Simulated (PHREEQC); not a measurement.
# Copper plating or etch bath: an equilibrium model

Dissolve 51 mmol/kgw Cu(NO3)2, 82 mmol/kgw HCl and 130 mmol/kgw KCl at 25 °C. Closed to the air; pH follows from the charge balance.

All values are PHREEQC results (ion-association model, phreeqc.dat), not measurements.

```
Item                          Value
--------------------  -------------
pH                             1.20
ionic strength        0.351 mol/kgw
activity of water             0.990
specific conductance    48100 µS/cm
density                 1.012 g/cm³
total alkalinity       -82.0 meq/kg
```

```tsv
species	molality	activity	log γ
Cl-	0.205	0.138	-0.171
K+	0.130	0.0870	-0.174
NO3-	0.102	0.0658	-0.191
H+	0.0820	0.0637	-0.110
Cu+2	0.0440	0.0122	-0.557
CuCl+	0.00670	0.00453	-0.170
CuCl2	0.000310	0.000336	0.035
CuCl3-	2.43e-7	1.64e-7	-0.170
CuOH+	2.80e-9	1.90e-9	-0.170
```

Precipitation was switched off in this run. Complexes and solids missing from the database can't appear.
